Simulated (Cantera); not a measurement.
Feed: 1 mol V₂O₅, 34 mol H₂, 0.043 mol H₂O, at 2.70 bar.

These are equilibrium values from Cantera (NASA tables, ideal gas, pure condensed phases), not measurements of a reactor. Candidate condensed phases: H₂O, V, VO, V₂O₃, V₂O₄, V₂O₅; 12 gas species. Condensed phases not in the tables: the oxides between V₂O₃ and V₂O₅ other than VO₂. Equilibrium is a limit: real reactors are often held back by kinetics, nucleation or transport. All values below are at 1675 K.

Base state: H₂ 0.940, H₂O 0.0600, H 6.85e-5 (mole fractions); condensed: V₂O₃(s).

**Question.** What changes in the equilibrium state with this change: V₂O₅ replaced by TiO₂?

**Answer.** 
| species | before | after |
|---|---|---|
| H₂ | 0.940 | 0.989 |
| H₂O | 0.0600 | 0.0111 |
| H | 6.85e-5 | 7.03e-5 |
| V₂O₃(s), mol | 1.000 | 0 |
| Ti₃O₅(s), mol | 0 | 0.333 |
Further candidate phases: Ti, TiO, TiO₂, Ti₂O₃, Ti₃O₅, Ti₄O₇.
